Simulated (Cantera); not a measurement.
Charge: 1 mol Fe(CO)₅, 22 mol N₂, held at 1075 K and 10.0 Torr.

These are equilibrium values from Cantera (NASA tables, ideal gas, pure condensed phases), not measurements of a reactor. Candidate condensed phases: C, Fe, Fe(CO)₅, FeO, Fe₂O₃, Fe₃O₄; 27 gas species. Condensed phases not in the tables: cementite and carbon dissolved in iron. The numbers say what is thermodynamically allowed, not how fast it happens.

Base state: N₂ 0.815, CO 0.185, CO₂ 6.21e-5 (mole fractions); condensed: C(graphite) + Fe(α).

Problem. What changes in the equilibrium state with this change: Fe(CO)₅ replaced by PbO?

Solution. 
```json
[
 {"species": "N₂", "before": "0.815", "after": "1.000"},
 {"species": "PbO", "before": "0", "after": "0.000231"},
 {"species": "Pb", "before": "0", "after": "4.06e-5"},
 {"species": "CO", "before": "0.185", "after": "0"},
 {"species": "CO₂", "before": "6.21e-5", "after": "0"},
 {"species": "O₂", "before": "<1e-9", "after": "2.00e-5"},
 {"species": "C(graphite), mol", "before": "0.00168", "after": "0"},
 {"species": "Fe(α), mol", "before": "1.00", "after": "0"},
 {"species": "PbO(yellow), mol", "before": "0", "after": "0.994"}
]
```
Further candidate phases: Pb, PbO, PbO₂, Pb₃O₄.
